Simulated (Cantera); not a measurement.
Reactions in the system C-H-Ta

Cantera with NASA thermochemical tables; ideal gases at 1 bar, condensed phases pure. Values are per mole of reaction as written; species without (g) are pure solids or liquids, kept so even where they would boil at 1 bar. TaC: taken at fixed stoichiometry.

TaC + 3 CH4(g) = Ta + 2 C2H6(g)

| T (K) | ΔH° (kJ) | ΔS° (J/K) | ΔG° (kJ) | log10 K |
|---|---|---|---|---|
| 300 | 200.2 | -101.7 | 230.7 | -40.16 |
| 1623 | 197.7 | -105.9 | 369.6 | -11.89 |
| 1723 | 196.9 | -106.4 | 380.2 | -11.53 |
| 1823 | 195.9 | -106.9 | 390.9 | -11.20 |
| 1923 | 194.8 | -107.5 | 401.6 | -10.91 |
| 2023 | 193.6 | -108.2 | 412.4 | -10.65 |
| 2123 | 192.1 | -108.8 | 423.2 | -10.41 |
| 2223 | 190.6 | -109.6 | 434.1 | -10.20 |
| 2323 | 188.9 | -110.3 | 445.1 | -10.01 |
| 2423 | 187.1 | -111.1 | 456.2 | -9.83 |
| 2523 | 185.1 | -111.9 | 467.3 | -9.68 |
| 2623 | 183.1 | -112.7 | 478.6 | -9.53 |

6 TaC + 6 H(g) = C6H6(g) + 6 Ta

```json
[
 {"T (K)": "300", "ΔH° (kJ)": "-360.7", "ΔS° (J/K)": "-425.3", "ΔG° (kJ)": "-233.2", "log10 K": "40.60"},
 {"T (K)": "1623", "ΔH° (kJ)": "-444.1", "ΔS° (J/K)": "-551.4", "ΔG° (kJ)": "450.8", "log10 K": "-14.51"},
 {"T (K)": "1723", "ΔH° (kJ)": "-447.7", "ΔS° (J/K)": "-553.6", "ΔG° (kJ)": "506.0", "log10 K": "-15.34"},
 {"T (K)": "1823", "ΔH° (kJ)": "-451.4", "ΔS° (J/K)": "-555.6", "ΔG° (kJ)": "561.5", "log10 K": "-16.09"},
 {"T (K)": "1923", "ΔH° (kJ)": "-454.9", "ΔS° (J/K)": "-557.5", "ΔG° (kJ)": "617.1", "log10 K": "-16.76"},
 {"T (K)": "2023", "ΔH° (kJ)": "-458.4", "ΔS° (J/K)": "-559.3", "ΔG° (kJ)": "673.0", "log10 K": "-17.38"},
 {"T (K)": "2123", "ΔH° (kJ)": "-461.8", "ΔS° (J/K)": "-560.9", "ΔG° (kJ)": "729.0", "log10 K": "-17.94"},
 {"T (K)": "2223", "ΔH° (kJ)": "-465.2", "ΔS° (J/K)": "-562.5", "ΔG° (kJ)": "785.2", "log10 K": "-18.45"},
 {"T (K)": "2323", "ΔH° (kJ)": "-468.5", "ΔS° (J/K)": "-563.9", "ΔG° (kJ)": "841.5", "log10 K": "-18.92"},
 {"T (K)": "2423", "ΔH° (kJ)": "-471.8", "ΔS° (J/K)": "-565.3", "ΔG° (kJ)": "898.0", "log10 K": "-19.36"},
 {"T (K)": "2523", "ΔH° (kJ)": "-474.9", "ΔS° (J/K)": "-566.6", "ΔG° (kJ)": "954.5", "log10 K": "-19.76"},
 {"T (K)": "2623", "ΔH° (kJ)": "-477.8", "ΔS° (J/K)": "-567.7", "ΔG° (kJ)": "1011.3", "log10 K": "-20.14"}
]
```
